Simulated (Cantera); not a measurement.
A Cantera script and its output.

```python
import numpy as np
import cantera as ct

gas = ct.Solution("h2o2.yaml")
gas.TPX = 1173, 510000, {'H2': 1, 'O2': 0.877, 'N2': 4.12}
reactor = ct.IdealGasReactor(gas, energy="on", clone=False)
net = ct.ReactorNet([reactor])
net.rtol, net.atol = 1e-08, 1e-16
show = ['H2', 'O2', 'H2O', 'H2O2', 'HO2']
times = np.geomspace(1e-06, 7, 12)

steps = ct.SolutionArray(gas, extra=["t"])
rows = []
print(f"{'t/s':>10s}{'T/K':>9s}{'P/Pa':>11s}" + "".join(f"{s:>11s}" for s in show))
for t in times:
    while net.time < t:
        t_next = net.step()
        steps.append(gas.state, t=t_next)
    rows.append([np.interp(t, steps.t, y) for y in (steps.T, steps.P, *steps(*show).X.T)])
    print(f"{t:10.3e}{rows[-1][0]:9.1f}{rows[-1][1]:11.4g}" + "".join(f"{x:11.3e}" for x in rows[-1][2:]))
rate = np.gradient(steps.T, steps.t)
print("integrator steps:", len(steps.t))
if steps.T.max() > steps.T[0] + 200:
    print(f"time of steepest temperature rise: {steps.t[rate.argmax()]:.4e} s")
gas.TPX = 1173, 510000, {'H2': 1, 'O2': 0.877, 'N2': 4.12}
gas.equilibrate("UV")
print(f"equilibrium (UV): T = {gas.T:.1f} K  " + "  ".join(f"{s} {gas[s].X[0]:.3e}" for s in show))
```

Output:

```
       t/s      T/K       P/Pa         H2         O2        H2O       H2O2        HO2
 1.000e-06   1173.0    5.1e+05  1.668e-01  1.462e-01  3.607e-09  1.512e-11  8.664e-09
 4.191e-06   1173.0    5.1e+05  1.667e-01  1.462e-01  1.184e-07  6.376e-10  1.167e-07
 1.756e-05   1173.4  5.102e+05  1.667e-01  1.462e-01  5.910e-05  6.637e-07  3.987e-05
 7.359e-05   2566.8  1.028e+06  1.736e-03  6.599e-02  1.742e-01  1.163e-06  1.678e-05
 3.084e-04   2566.8  1.028e+06  1.736e-03  6.599e-02  1.742e-01  1.163e-06  1.678e-05
 1.292e-03   2566.8  1.028e+06  1.736e-03  6.599e-02  1.742e-01  1.163e-06  1.678e-05
 5.416e-03   2566.8  1.028e+06  1.736e-03  6.599e-02  1.742e-01  1.163e-06  1.678e-05
 2.270e-02   2566.8  1.028e+06  1.736e-03  6.599e-02  1.742e-01  1.163e-06  1.678e-05
 9.512e-02   2566.8  1.028e+06  1.736e-03  6.599e-02  1.742e-01  1.163e-06  1.678e-05
 3.986e-01   2566.8  1.028e+06  1.736e-03  6.599e-02  1.742e-01  1.163e-06  1.678e-05
 1.670e+00   2566.8  1.028e+06  1.736e-03  6.599e-02  1.742e-01  1.163e-06  1.678e-05
 7.000e+00   2566.8  1.028e+06  1.736e-03  6.599e-02  1.742e-01  1.163e-06  1.678e-05
integrator steps: 1070
time of steepest temperature rise: 2.7458e-05 s
equilibrium (UV): T = 2566.8 K  H2 1.736e-03  O2 6.599e-02  H2O 1.742e-01  H2O2 1.163e-06  HO2 1.678e-05
```

Model: the H2/O2 subset of GRI-Mech 3.0, which has no nitrogen chemistry, integrated in Cantera. The hydrogen kinetics of GRI-Mech 3.0 are dated; newer H2 mechanisms differ, most at raised pressure.
